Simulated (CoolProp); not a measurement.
Model: reference Helmholtz-energy equation of state, Akasaka 2020, in CoolProp.

Task: For R1123, give the phase and the Joule-Thomson coefficient (K/MPa), expansivity (1/kK) at 320 K and 5.37 MPa.

Result: 
- 320 K and 5.37 MPa: liquid; Joule-Thomson coefficient 1.07, expansivity 8.98
